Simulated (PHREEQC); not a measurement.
Make-up at 25 °C: 46 mmol/kgw NiSO4 and 190 mmol/kgw H2SO4. Closed to the air; pH follows from the charge balance.

Model: ion-association model, wateq4f.dat, run in PHREEQC.

No solid was allowed to form.

Q: What pH, activity of water does the model give?

A: pH 0.82; activity of water 0.992.

Q: In which forms is Ni present?

A: Ni+2 69 %, NiSO4 31 % of the Ni.

Complexes and solids missing from the database can't appear.
